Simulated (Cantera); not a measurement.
A closed system holds: 1 mol SiF4, 3.3 mol O3, 60 mol H2, at 1625 K and 6.00 Pa.

Method: chemical equilibrium by Gibbs-energy minimisation in Cantera with the NASA 1993 tables (ideal gas, pure condensed phases). Candidate condensed phases: H2O, Si, SiO2; 38 gas species. The tables hold silica as quartz up to 1696 K and as liquid above; real silica turns to tridymite and cristobalite and melts near 1996 K. The numbers say what is thermodynamically allowed, not how fast it happens.

Base state: H2 0.792, H2O 0.131, HF 0.0639, H 0.00811, SiO 0.00482, OH 5.65e-5 (mole fractions); condensed: SiO2(β-quartz).

Question: What changes in the equilibrium state with this change: pressure from 6.00 Pa to 1600 Pa?

Answer: 
```
species               before     after
-------------------  -------  --------
H2                     0.792     0.808
H2O                    0.131     0.127
HF                    0.0639    0.0645
H                    0.00811  0.000501
SiO                  0.00482   1.89e-5
OH                   5.65e-5   3.33e-6
SiO2(β-quartz), mol    0.699     0.999
```
